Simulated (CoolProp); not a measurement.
1-butene along the isobar 82.7 bar: fugacity coefficient from the reference equation and from simpler models built on Tc = 146.1 °C, pc = 40.06 bar, ω = 0.192; each cubic takes its own stable root.

Model: reference Helmholtz-energy equation of state, Lemmon 2005, in CoolProp. It is a short technical equation, of lower accuracy than the large ones.

```tsv
T (°C)	phase	reference	van der Waals	Redlich-Kwong	Soave-Redlich-Kwong	Peng-Robinson
20.45	liquid	0.03934	0.1317	0.05456	0.04068	0.03894
41.75	liquid	0.06929	0.1743	0.09058	0.07217	0.06866
63.05	liquid	0.1112	0.2218	0.1377	0.1165	0.1104
84.35	liquid	0.1654	0.2732	0.1949	0.1739	0.1646
105.65	liquid	0.2309	0.3273	0.2604	0.2434	0.2301
126.95	liquid	0.3058	0.3831	0.3315	0.3222	0.3047
148.25	supercritical	0.3867	0.4393	0.4051	0.4062	0.3843
169.45	supercritical	0.4685	0.4942	0.4772	0.4896	0.4634
190.75	supercritical	0.5457	0.5471	0.5445	0.5667	0.5367
```
